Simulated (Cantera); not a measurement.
A closed system holds: 1 mol Pb, 6.3 mol H2.

These are equilibrium values from Cantera (NASA tables, ideal gas, pure condensed phases), not measurements of a reactor. Candidate condensed phases: Pb; 4 gas species. Equilibrium is a limit: real reactors are often held back by kinetics, nucleation or transport.

Stable condensed phases, one row left out:

```
T in K \ P in Pa
              10      68     460    3200   22000  150000 1000000
   1473        A       A       A       A       B       B       B
   1398        A       A       A       A       B       B       B
   1323        A       A       A       B       B       B       B
   1248        A       A       A       B       B       B       B
   1173        A       A       B       B       B       B       B
   1098        A       A       B       B       B       B       B
   1023        A       B       B       B       B       B       B
    873        B       B       B       B       B       B       B
```

A: gas only; B: Pb.

Problem. Give the row for 948 K.

Solution. 10: Pb; 68: Pb; 460: Pb; 3200: Pb; 22000: Pb; 150000: Pb; 1000000: Pb.
